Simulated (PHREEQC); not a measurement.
A solution holds 3.7 mmol/kgw CaSO4, 0.29 mmol/kgw NaHCO3 and 0.0055 mmol/kgw H4SiO4, at 25 °C. Closed to the air; pH follows from the charge balance.

The numbers come from PHREEQC with the ion-association model, phreeqc.dat.

No solid was allowed to form.

Problem. Estimate the pH, ionic strength.

Solution. pH 7.95; ionic strength 0.0124 mol/kgw.

Problem. In which forms is Ca present?

Solution. Ca+2 82 %, CaSO4 18 % of the Ca.

Complexes and solids missing from the database can't appear.
